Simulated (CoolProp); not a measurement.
Vapour-liquid equilibrium of propylene (1) + n-hexane (2) at -34.65 °C; x and y are mole fractions of (1).

Model: multi-fluid Helmholtz-energy mixture model, Lemmon 2013 and Thol 2019; pair parameters Bell 2016, in CoolProp.

### Question
Give the bubble pressure and the first vapour's composition at x = 0.05, 0.2, 0.725. Is there an azeotrope?

### Answer
x = 0.05: 0.01655 MPa, y = 0.960; x = 0.2: 0.04585 MPa, y = 0.987; x = 0.725: 0.1243 MPa, y = 0.998. No azeotrope shows between x = 0.05 and 0.95.

Pair parameters are fitted to limited data, so mixtures are less certain than the pure fluids. The gap from Raoult's law changes sign with composition, which may be real or a fault of the pair parameters; it wasn't checked against measurements. With so large a gap from Raoult's law the liquid may split in two, which this calculation doesn't test in full.
